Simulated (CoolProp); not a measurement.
R21 at 293.15 K and 0.0856 MPa is throttled through a valve to 0.0193 MPa with no heat exchange. Each further row changes one setting.

Values from CoolProp's reference Helmholtz-energy equation of state, Platzer 1990. This equation is an older, rougher fit.

```
case                         temperature change (K)  final density (kg/m³)
---------------------------  ----------------------  ---------------------
as stated                                      -3.0                  0.828
outlet pressure 0.00579 MPa                       ?                      ?
outlet pressure 0.0251 MPa                     -2.7                      ?
```

**Question.** What belongs in the gaps?

**Answer.** 
- outlet pressure 0.00579 MPa, temperature change (K): -3.6
- outlet pressure 0.00579 MPa, final density (kg/m³): 0.248
- outlet pressure 0.0251 MPa, final density (kg/m³): 1.08
